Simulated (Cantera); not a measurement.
# Counterflow diffusion flame

A counterflow diffusion flame at 1.00 atm, nozzles 20 mm apart: fuel side CH4 : C2H6 : C3H8 : N2 = 1 : 1.2 : 0.28 : 0.34 (molar parts) at 400 K, oxidiser side O2 : N2 = 0.22 : 0.78 (molar parts) at 400 K, fuel mass flux 0.89 times the oxidiser's; mixture-averaged transport, no radiation.

Model: GRI-Mech 3.0 (53 species, 325 reactions), integrated in Cantera. GRI-Mech 3.0 has no aromatics or soot, which form on the fuel side of real flames. The maximum strain rate includes the flame's own expansion and is several times the mean.

```json
[
 {"oxidiser flux (kg/m²/s)": "0.25", "max strain (1/s)": "175", "mean strain (1/s)": "28.1", "T max (K)": "2100", "peak x OH": "0.00793", "peak x H": "0.00414", "peak x NO": "0.000274", "peak x CO": "0.0603", "peak x C2H2": "0.0321"},
 {"oxidiser flux (kg/m²/s)": "0.37", "max strain (1/s)": "249", "mean strain (1/s)": "41.6", "T max (K)": "2078", "peak x OH": "0.00792", "peak x H": "0.00445", "peak x NO": "0.000252", "peak x CO": "0.0599", "peak x C2H2": "0.0303"},
 {"oxidiser flux (kg/m²/s)": "0.55", "max strain (1/s)": "355", "mean strain (1/s)": "61.9", "T max (K)": "2056", "peak x OH": "0.00787", "peak x H": "0.00477", "peak x NO": "0.000228", "peak x CO": "0.0597", "peak x C2H2": "0.0285"},
 {"oxidiser flux (kg/m²/s)": "0.82", "max strain (1/s)": "511", "mean strain (1/s)": "92.2", "T max (K)": "2034", "peak x OH": "0.00780", "peak x H": "0.00509", "peak x NO": "0.000202", "peak x CO": "0.0596", "peak x C2H2": "0.0266"},
 {"oxidiser flux (kg/m²/s)": "1.2", "max strain (1/s)": "723", "mean strain (1/s)": "135", "T max (K)": "2012", "peak x OH": "0.00764", "peak x H": "0.00536", "peak x NO": "0.000173", "peak x CO": "0.0598", "peak x C2H2": "0.0248"},
 {"oxidiser flux (kg/m²/s)": "1.8", "max strain (1/s)": "1040", "mean strain (1/s)": "202", "T max (K)": "1982", "peak x OH": "0.00731", "peak x H": "0.00555", "peak x NO": "0.000138", "peak x CO": "0.0602", "peak x C2H2": "0.0223"},
 {"oxidiser flux (kg/m²/s)": "2.6", "max strain (1/s)": "1450", "mean strain (1/s)": "292", "T max (K)": "1950", "peak x OH": "0.00685", "peak x H": "0.00558", "peak x NO": "0.000104", "peak x CO": "0.0610", "peak x C2H2": "0.0196"},
 {"oxidiser flux (kg/m²/s)": "3.9", "max strain (1/s)": "2100", "mean strain (1/s)": "439", "T max (K)": "1906", "peak x OH": "0.00610", "peak x H": "0.00538", "peak x NO": "6.62e-5", "peak x CO": "0.0626", "peak x C2H2": "0.0160"},
 {"oxidiser flux (kg/m²/s)": "5.8", "max strain (1/s)": "2980", "mean strain (1/s)": "652", "T max (K)": "1833", "peak x OH": "0.00479", "peak x H": "0.00456", "peak x NO": "2.83e-5", "peak x CO": "0.0650", "peak x C2H2": "0.0108"}
]
```
x: mole fraction; the columns are a selection and need not sum to one.
